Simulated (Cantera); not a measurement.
# Adiabatic ignition

An adiabatic, constant-volume homogeneous reactor starts with CH4 : H2 : O2 : N2 = 1 : 0.36 : 1.15 : 4.31 (molar parts), at 1748 K and 0.987 atm.

Cantera simulation using GRI-Mech 3.0 (53 species, 325 reactions); the numbers are that mechanism's predictions, not measurements.

```csv
t (s),T (K),P (bar),x CH4,x H2,x O2,x HO2,x CH2CO
2.00e-6,1748,1.000,0.147,0.0528,0.169,3.77e-6,<1e-12
5.70e-6,1748,1.000,0.147,0.0528,0.169,9.64e-6,2.32e-12
1.62e-5,1747,1.000,0.146,0.0528,0.168,1.93e-5,1.31e-9
4.62e-5,1756,1.01,0.142,0.0527,0.166,5.56e-5,3.40e-6
0.000132,2966,1.95,1.21e-11,0.143,0.000467,5.30e-7,<1e-12
0.000375,2921,1.93,6.42e-12,0.142,0.000565,5.94e-7,<1e-12
0.00107,2919,1.93,6.53e-12,0.142,0.000552,5.80e-7,<1e-12
0.00304,2919,1.93,6.54e-12,0.142,0.000551,5.79e-7,<1e-12
0.00866,2919,1.93,6.54e-12,0.142,0.000551,5.79e-7,<1e-12
0.0247,2919,1.93,6.54e-12,0.142,0.000551,5.79e-7,<1e-12
0.0702,2919,1.93,6.54e-12,0.142,0.000551,5.79e-7,<1e-12
0.200,2919,1.93,6.54e-12,0.142,0.000551,5.79e-7,<1e-12
```
x: mole fraction; the columns are a selection and need not sum to one.

```yaml
time_of_steepest_temperature_rise: 89.3 µs
temperature at 0.200 s: 2919 K
equilibrium_temperature: 2919 K
x(CH4) at 0.200 s: 6.54e-12 (gas-phase equilibrium 7.47e-12)
x(H2) at 0.200 s: 0.142 (gas-phase equilibrium 0.142)
x(O2) at 0.200 s: 0.000551 (gas-phase equilibrium 0.000551)
```
